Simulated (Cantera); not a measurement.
Input: 1 mol Ta(OEt)₅, 0.053 mol H₂O, 31 mol H₂, held at 1973.15 K and 0.0510 bar.

Method: chemical equilibrium by Gibbs-energy minimisation in Cantera with the NASA 1993 tables (ideal gas, pure condensed phases). Candidate condensed phases: C, C₆H₆, C₇H₈, C₈H₁₈, H₂O, Ta, TaC, Ta₂O₅; 113 gas species. The feed counts by its element totals alone. TaC: taken at fixed stoichiometry. Condensed phases not in the tables: Ta₂C. Kinetics and transport are ignored.

Base state: H₂ 0.890, CO 0.104, H 0.00564, C₂H₂ (acetylene) 0.000571, CH₄ 1.84e-5 (mole fractions); condensed: C(graphite) + TaC(s).

Question: What changes in the equilibrium state with this change: temperature from 1973.15 K to 800 K?

Answer: 
| species | before | after |
|---|---|---|
| H₂ | 0.890 | 0.889 |
| CH₄ | 1.84e-5 | 0.0542 |
| H₂O | 6.15e-7 | 0.0275 |
| CO | 0.104 | 0.0259 |
| H | 0.00564 | <1e-9 |
| C₂H₂ (acetylene) | 0.000571 | <1e-9 |
| CO₂ | 1.60e-8 | 0.00337 |
| C(graphite), mol | 3.89 | 6.45 |
| TaC(s), mol | 1.00 | 0 |
| Ta₂O₅(s), mol | 0 | 0.500 |

Question: What changes in the equilibrium state with this change: Ta(OEt)₅ replaced by Ta?

Answer: 
```
species             before     after
----------------  --------  --------
H₂                   0.890     0.992
H                  0.00564   0.00596
H₂O                6.15e-7   0.00161
CO                   0.104         0
TaO₂                 <1e-9   1.28e-5
C₂H₂ (acetylene)  0.000571         0
CH₄                1.84e-5         0
C(graphite), mol      3.89         0
TaC(s), mol           1.00         0
Ta(s), mol               0     0.999
Ta₂O₅(s), mol            0  0.000371
```
Mutual solubility and eutectic melting of coexisting phases are not modelled. Condensed phases not in the tables: N, O or C dissolved in the metal.
